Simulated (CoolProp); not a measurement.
Vapour-liquid equilibrium of sulfur hexafluoride (1) + R113 (2) at 15.55 °C; x and y are mole fractions of (1).

Computed with CoolProp (multi-fluid Helmholtz-energy mixture model, Guder 2009 and Marx 1992; pair parameters Bell 2016).

```
x      bubble pressure (kPa)  y at the bubble point  dew pressure at overall composition x (kPa)  liquid density (mol/L)
-----  ---------------------  ---------------------  -------------------------------------------  ----------------------
0.05                   189.7                  0.834                                        32.09                   8.560
0.125                  300.0                  0.893                                        34.86                   8.717
0.2                    354.6                  0.910                                        38.16                   8.886
0.275                  398.3                  0.921                                        42.14                   9.067
0.35                   448.7                  0.932                                        47.05                   9.259
0.425                  514.9                  0.944                                        53.26                   9.460
0.5                    603.2                  0.956                                        61.36                   9.664
0.575                  719.5                  0.968                                        72.37                   9.867
0.65                   868.5                  0.978                                        88.20                   10.06
0.725                   1052                  0.986                                        112.9                   10.23
0.8                     1267                  0.992                                        156.8                   10.34
0.875                   1501                  0.996                                        255.0                   10.36
0.95                    1732                  0.999                                        555.6                   10.18
```

No azeotrope shows between x = 0.05 and 0.95.

Pair parameters are fitted to limited data, so mixtures are less certain than the pure fluids. The gap from Raoult's law changes sign with composition, which may be real or a fault of the pair parameters; it wasn't checked against measurements. With so large a gap from Raoult's law the liquid may split in two, which this calculation doesn't test in full.
